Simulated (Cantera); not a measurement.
**Halide evaporation, hydrolysis and transport: CsCl + HCl + N2**

Feed: 1 mol CsCl, 0.26 mol HCl, 4.5 mol N2, held at 1975 K.

Cantera equilibrium calculation (NASA polynomials, part measured and part estimated; ideal gas, pure solids and liquids). Candidate condensed phases: Cs, CsCl, NH4Cl; 16 gas species. Kinetics and transport are ignored.

From 0.100 Pa to 1.00 bar nothing is condensed. The main Cs-bearing gas is Cs at 0.100 Pa and CsCl at 1.00 bar.

| P (Pa) | log p N2 | log p CsCl | log p Cl | log p Cs | log p HCl | log p H |
|---|---|---|---|---|---|---|
| 0.100 | -6.16 | -7.15 | -6.93 | -7.09 | -8.52 | -7.45 |
| 0.560 | -5.39 | -6.17 | -6.38 | -6.65 | -7.33 | -6.80 |
| 3.20 | -4.62 | -5.31 | -5.87 | -6.31 | -6.28 | -6.26 |
| 18 | -3.86 | -4.53 | -5.35 | -6.04 | -5.35 | -5.85 |
| 100 | -3.11 | -3.77 | -4.84 | -5.79 | -4.50 | -5.52 |
| 560 | -2.36 | -3.02 | -4.32 | -5.56 | -3.69 | -5.22 |
| 3200 | -1.60 | -2.26 | -3.80 | -5.32 | -2.89 | -4.94 |
| 18000 | -0.85 | -1.51 | -3.30 | -5.07 | -2.12 | -4.68 |
| 100000 | -0.11 | -0.76 | -2.80 | -4.83 | -1.36 | -4.42 |
log p: log10 of the partial pressure in bar; nothing condenses.
